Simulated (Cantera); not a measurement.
An adiabatic, constant-pressure homogeneous reactor starts with H2 : O2 : N2 = 1 : 0.806 : 3.03 (molar parts), equivalence ratio 0.62, at 1650 K and 22000 Pa.

Detailed kinetics in Cantera: the H2/O2 subset of GRI-Mech 3.0, which has no nitrogen chemistry.

Task: Predict: time of steepest temperature rise; temperature at 3.00 s; equilibrium temperature; x(H2) at 3.00 s; x(O2) at 3.00 s; x(O) at 3.00 s; x(HO2) at 3.00 s; x(H) at 3.00 s; x(H2O) at 3.00 s.

Result: 
- time of steepest temperature rise: 37.5 µs
- temperature at 3.00 s: 2635 K
- equilibrium temperature: 2635 K
- x(H2) at 3.00 s: 0.0172 (gas-phase equilibrium 0.0172)
- x(O2) at 3.00 s: 0.0645 (gas-phase equilibrium 0.0645)
- x(O) at 3.00 s: 0.0149 (gas-phase equilibrium 0.0149)
- x(HO2) at 3.00 s: 7.64e-6 (gas-phase equilibrium 7.64e-6)
- x(H) at 3.00 s: 0.0124 (gas-phase equilibrium 0.0124)
- x(H2O) at 3.00 s: 0.184 (gas-phase equilibrium 0.184)
